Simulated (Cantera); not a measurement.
Mixture: CH₄ : O₂ : N₂ : H₂O = 1 : 3.45 : 8.62 : 2.2 (molar parts), equivalence ratio 0.58, at 1.01 bar, adiabatic and at constant volume. Ignition delay is the time to a rise of 400 K.

Computed with Cantera and GRI-Mech 3.0 (53 species, 325 reactions).

### Question
What does this change do: H2O 2.2 to 5.2 parts?

### Answer
```csv
quantity,before,after
delay at 1250 K,15.8 ms,20.9 ms
delay at 1450 K,1.47 ms,1.94 ms
delay at 1650 K,0.231 ms,0.273 ms
delay at 1850 K,59.3 µs,64.8 µs
apparent activation energy between 1750 and 1950 K,170 kJ/mol,170 kJ/mol
```

### Question
What does this change do: H2O 2.2 to 1.5 parts?

### Answer
```
quantity                                                before       after
--------------------------------------------------  ----------  ----------
delay at 1250 K                                        15.8 ms     14.6 ms
delay at 1450 K                                        1.47 ms     1.35 ms
delay at 1650 K                                       0.231 ms    0.222 ms
delay at 1850 K                                        59.3 µs     58.7 µs
apparent activation energy between 1750 and 1950 K  170 kJ/mol  170 kJ/mol
```
